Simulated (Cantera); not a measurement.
A perfectly stirred reactor is fed with CH₄ : N₂ = 1 : 2.2 (molar parts), at 760 Torr; it is held at 1848 K, and followed from long to short residence time.

Detailed kinetics in Cantera: GRI-Mech 3.0 (53 species, 325 reactions). GRI-Mech 3.0 stops at C3 and has no aromatics, soot or wall deposition, so with more carbon than oxygen in the feed, carbon stays in small species such as C2H2 where larger ones or solid carbon would form.

Question: What does this change do: temperature 1848 to 1275 K?

Answer: 
```json
[
 {"quantity": "x(CH₄) at τ = 22.0 s", "before": "0.00337", "after": "0.284"},
 {"quantity": "x(C₂H) at τ = 22.0 s", "before": "1.11e-6", "after": "3.56e-12"},
 {"quantity": "x(CH₃) at τ = 22.0 s", "before": "6.03e-5", "after": "6.04e-6"},
 {"quantity": "x(C₂H₆) at τ = 22.0 s", "before": "3.02e-7", "after": "0.000155"},
 {"quantity": "x(CH₂) at τ = 22.0 s", "before": "6.27e-8", "after": "3.85e-12"},
 {"quantity": "x(CH₄) at τ = 73.0 ms", "before": "0.0286", "after": "0.312"},
 {"quantity": "x(C₂H) at τ = 73.0 ms", "before": "9.73e-7", "after": "<1e-12"},
 {"quantity": "x(CH₃) at τ = 73.0 ms", "before": "0.000484", "after": "4.08e-6"},
 {"quantity": "x(C₂H₆) at τ = 73.0 ms", "before": "1.42e-5", "after": "3.31e-5"},
 {"quantity": "x(CH₂) at τ = 73.0 ms", "before": "4.47e-7", "after": "1.60e-12"}
]
```
